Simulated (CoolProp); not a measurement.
Acetone along the isobar 6.7 MPa: Z from the reference equation and from simpler models built on Tc = 235.0 °C, pc = 4.692 MPa, ω = 0.307; each cubic takes its own stable root.

Computed with CoolProp (reference Helmholtz-energy equation of state, Lemmon 2006). It is a short technical equation, of lower accuracy than the large ones.

```
T (°C)   phase  reference  van der Waals  Redlich-Kwong  Soave-Redlich-Kwong
------  ------  ---------  -------------  -------------  -------------------
-79.35  liquid     0.2684         0.5319         0.3592               0.3543
-70.05  liquid     0.2589         0.5114         0.3456               0.3404
-60.75  liquid     0.2503         0.4928         0.3333               0.3277
-51.45  liquid     0.2424         0.4758         0.3222               0.3163
-42.05  liquid     0.2352         0.4602         0.3120               0.3058
-32.75  liquid     0.2286         0.4461         0.3028               0.2963
-23.45  liquid     0.2226         0.4331         0.2944               0.2877
-14.15  liquid     0.2171         0.4212         0.2868               0.2798
-4.85   liquid     0.2121         0.4103         0.2799               0.2726
4.45    liquid     0.2074         0.4002         0.2735               0.2660
```
